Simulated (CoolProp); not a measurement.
Vapour-liquid equilibrium of R114 (1) + n-hexane (2) at 27.65 °C; x and y are mole fractions of (1).

The numbers come from the multi-fluid Helmholtz-energy mixture model, Platzer 1990 and Thol 2019; pair parameters Bell 2016 in CoolProp. This equation is an older, rougher fit; its heat capacities, sound speeds and derivatives of the liquid may be far off and weren't checked against measurements.

```
x     bubble pressure (MPa)  y at the bubble point  dew pressure at overall composition x (MPa)  liquid density (mol/L)
----  ---------------------  ---------------------  -------------------------------------------  ----------------------
0.05                0.04072                  0.466                                      0.02373                   7.610
0.2                       …                      …                                      0.02795                       …
0.35                 0.1205                  0.861                                            …                   7.853
0.5                       …                      …                                      0.04323                   7.981
0.65                 0.1728                  0.935                                      0.05932                   8.113
0.8                       …                  0.961                                      0.09345                   8.255
0.95                 0.2236                  0.990                                       0.1865                       …
```

Task: Fill in the missing entries.

Result: 
- 0.2, bubble pressure (MPa): 0.08593
- 0.2, y at the bubble point: 0.777
- 0.2, liquid density (mol/L): 7.730
- 0.35, dew pressure at overall composition x (MPa): 0.03396
- 0.5, bubble pressure (MPa): 0.1483
- 0.5, y at the bubble point: 0.904
- 0.8, bubble pressure (MPa): 0.1971
- 0.95, liquid density (mol/L): 8.408

No azeotrope shows between x = 0.05 and 0.95.

Pair parameters are fitted to limited data, so mixtures are less certain than the pure fluids.
